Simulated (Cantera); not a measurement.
A closed system holds: 1 mol B, 3 mol O2, 2.1 mol NH3, equilibrated at 0.100 bar.

These are equilibrium values from Cantera (NASA tables, ideal gas, pure condensed phases), not measurements of a reactor. Candidate condensed phases: B, BN, B2O3, B3O3H3, H2O; 39 gas species. Gases not in the tables: H3BO3. The numbers say what is thermodynamically allowed, not how fast it happens.

Q: Which condensed phases are stable at each of these points (T (K)): 948, 1048, 1148, 1248, 1348, 1448, 1548, 1648, 1748, 1848, 1948, 2048, 2148?

A: 
```tsv
T (K)	condensed phases	B condensed (%)
948	B2O3(l)	91.4
1048	B2O3(l)	94.7
1148	B2O3(l)	96.1
1248	B2O3(l)	95.7
1348	B2O3(l)	91.7
1448	B2O3(l)	80.2
1548	B2O3(l)	53.9
1648	B2O3(l)	0.6
1748	gas only	0.0
1848	gas only	0.0
1948	gas only	0.0
2048	gas only	0.0
2148	gas only	0.0
```

From 948 K to 1648 K the condensed part is B2O3(l). From 1748 K to 2148 K nothing is condensed.
